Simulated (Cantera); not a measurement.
Input: 1 mol CuO, 2.8 mol C, 0.12 mol CO, held at 1848.15 K and 0.0840 bar.

These are equilibrium values from Cantera (NASA tables, ideal gas, pure condensed phases), not measurements of a reactor. Candidate condensed phases: C, Cu, CuO, Cu₂O; 15 gas species. Equilibrium is a limit: real reactors are often held back by kinetics, nucleation or transport.

Base state: CO 0.989, Cu 0.0111, Cu₂ 2.60e-5 (mole fractions); condensed: C(graphite) + Cu(l).

### Question
What changes in the equilibrium state with this change: temperature from 1848.15 K to 1298 K?

### Answer
| species | before | after |
|---|---|---|
| CO | 0.989 | 1.000 |
| CO₂ | 4.63e-6 | 0.000445 |
| Cu | 0.0111 | 1.79e-6 |
| Cu₂ | 2.60e-5 | <1e-9 |
| C(graphite), mol | 1.80 | 1.80 |
| Cu(l), mol | 0.987 | 0 |
| Cu(s), mol | 0 | 1.000 |

### Question
What changes in the equilibrium state with this change: temperature from 1848.15 K to 1875 K?

### Answer
```csv
species,before,after
CO,0.989,0.985
Cu,0.0111,0.0148
Cu₂,2.60e-5,3.87e-5
"C(graphite), mol",1.80,1.80
"Cu(l), mol",0.987,0.983
```

### Question
What changes in the equilibrium state with this change: C from 2.8 to 0.31 mol?

### Answer
| species | before | after |
|---|---|---|
| CO₂ | 4.63e-6 | 0.930 |
| O₂ | <1e-9 | 0.0544 |
| Cu | 0.0111 | 0.0111 |
| CO | 0.989 | 0.00460 |
| O | <1e-9 | 0.000153 |
| CuO | <1e-9 | 9.38e-5 |
| C(graphite), mol | 1.80 | 0 |
| Cu(l), mol | 0.987 | 0.571 |
| Cu₂O(l), mol | 0 | 0.212 |
Each liquid is taken as pure. Mutual solubility and eutectic melting of coexisting phases are not modelled.
